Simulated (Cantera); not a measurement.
A closed system holds: 1 mol Ca(OH)₂, 4.4 mol H₂O, held at 1330 Pa.

These are equilibrium values from Cantera (NASA tables, ideal gas, pure condensed phases), not measurements of a reactor. Candidate condensed phases: Ca, CaO, Ca(OH)₂, H₂O; 14 gas species. Equilibrium is a limit: real reactors are often held back by kinetics, nucleation or transport.

Task: At 1475 K, list the 4 most abundant gas species with their mole fractions, and the condensed phases.

Result: H₂O 0.999, H₂ 0.000667, O₂ 0.000305, OH 0.000114. Condensed: CaO(s).
